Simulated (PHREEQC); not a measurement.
Dissolve 0.041 mol/kgw Na2SeO4 at 25 °C. Closed to the air; pH follows from the charge balance.

Model: ion-association model, wateq4f.dat, run in PHREEQC.

No solid was allowed to form.

Q: Predict the pH.

A: pH 7.09.
